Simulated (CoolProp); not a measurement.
Vapour-liquid equilibrium of benzene (1) + p-xylene (2) at 13.9 bar; x and y are mole fractions of (1).

Model: multi-fluid Helmholtz-energy mixture model, Thol 2012 and Zhou 2012; pair parameters Bell 2016, in CoolProp.

| x | bubble temperature, mixture model (K) | bubble temperature, Raoult's law (K) | y, mixture model | y, Raoult's law |
|---|---|---|---|---|
| 0.05 | 540.9 | 539.4 | 0.094 | 0.133 |
| 0.125 | 533.8 | 530.9 | ? | 0.298 |
| 0.2 | 526.9 | 523.2 | 0.344 | 0.430 |
| 0.275 | ? | 516.2 | ? | 0.538 |
| 0.35 | 513.9 | 509.8 | 0.545 | 0.627 |
| 0.425 | 507.8 | 504.0 | ? | 0.701 |
| 0.5 | 502.0 | 498.6 | 0.701 | 0.763 |
| 0.575 | 496.6 | 493.6 | ? | 0.815 |
| 0.65 | 491.4 | 489.0 | 0.819 | 0.860 |
| 0.725 | 486.6 | 484.6 | 0.868 | 0.898 |
| 0.8 | 482.0 | 480.6 | 0.910 | 0.931 |
| 0.875 | 477.7 | 476.8 | 0.947 | 0.960 |
| 0.95 | ? | 473.3 | 0.980 | 0.985 |

**Question.** Fill in the missing entries.

**Answer.** 
- 0.125, y, mixture model: 0.225
- 0.275, bubble temperature, mixture model (K): 520.2
- 0.275, y, mixture model: 0.451
- 0.425, y, mixture model: 0.628
- 0.575, y, mixture model: 0.764
- 0.95, bubble temperature, mixture model (K): 473.6

The largest gap from Raoult's law is +4.1 K in bubble temperature, at x = 0.35. No azeotrope shows between x = 0.05 and 0.95.

Pair parameters are fitted to limited data, so mixtures are less certain than the pure fluids.
